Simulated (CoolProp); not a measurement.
Vapour-liquid equilibrium of methane (1) + ethylene (2) at -138.45 °C; x and y are mole fractions of (1).

The numbers come from the multi-fluid Helmholtz-energy mixture model, Setzmann 1991 and Smukala 2000; pair parameters Bell 2016 in CoolProp.

```
x      bubble pressure (kPa)  y at the bubble point  dew pressure at overall composition x (kPa)  liquid density (mol/L)
-----  ---------------------  ---------------------  -------------------------------------------  ----------------------
0.05                   44.42                  0.843                                        7.553                   22.07
0.125                  96.55                  0.932                                        8.196                   22.30
0.2                        ?                      ?                                        8.960                   22.51
0.275                  185.7                  0.968                                        9.880                   22.73
0.35                   223.1                  0.975                                        11.01                       ?
0.425                      ?                  0.980                                        12.43                   23.13
0.5                    286.3                      ?                                        14.28                   23.32
0.575                  314.0                  0.986                                        16.76                   23.50
0.65                   340.5                  0.988                                            ?                   23.66
0.725                  366.9                  0.991                                        25.71                   23.80
0.8                    394.3                  0.993                                        35.06                   23.92
0.875                  423.9                  0.995                                        55.09                       ?
0.95                   457.2                      ?                                        127.6                   24.06
```

Q: Some entries are withheld; supply them.

A: 
- 0.2, bubble pressure (kPa): 143.7
- 0.2, y at the bubble point: 0.956
- 0.35, liquid density (mol/L): 22.93
- 0.425, bubble pressure (kPa): 256.3
- 0.5, y at the bubble point: 0.983
- 0.65, dew pressure at overall composition x (kPa): 20.29
- 0.875, liquid density (mol/L): 24.01
- 0.95, y at the bubble point: 0.998

No azeotrope shows between x = 0.05 and 0.95.

The pair parameters rest on a limited set of measurements; away from them the model extrapolates.
